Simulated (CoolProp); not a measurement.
Saturation properties of R1123 (Tc = 331.7 K, pc = 4549 kPa, ω = 0.243).

Computed with CoolProp (reference Helmholtz-energy equation of state, Akasaka 2020).

| T (K) | p (kPa) | liquid density (kg/m³) | vapour density (kg/m³) | enthalpy of vaporisation (kJ/kg) | liquid cp (kJ/(kg K)) |
|---|---|---|---|---|---|
| 246.4 | 452.6 | 1229 | 20.21 | 198.3 | 1.365 |
| 249.1 | 498.9 | 1220 | 22.22 | 195.9 | 1.374 |
| 251.8 | 548.8 | 1209 | 24.38 | 193.5 | 1.384 |
| 254.6 | 604.3 | 1199 | 26.80 | 190.9 | 1.395 |
| 257.3 | 661.7 | 1188 | 29.31 | 188.3 | 1.406 |
| 260 | 723.1 | 1178 | 32.01 | 185.7 | 1.418 |
| 262.7 | 788.7 | 1167 | 34.92 | 183.0 | 1.430 |
| 265.4 | 858.6 | 1156 | 38.04 | 180.2 | 1.444 |
| 268.1 | 933.0 | 1145 | 41.39 | 177.4 | 1.458 |
| 270.8 | 1012 | 1133 | 44.99 | 174.5 | 1.474 |
| 273.5 | 1096 | 1122 | 48.86 | 171.5 | 1.491 |
| 276.3 | 1189 | 1109 | 53.18 | 168.2 | 1.510 |
| 279 | 1283 | 1097 | 57.66 | 165.0 | 1.529 |
| 281.7 | 1383 | 1084 | 62.48 | 161.7 | 1.551 |

It boils at 211.9 K under 1 atm.
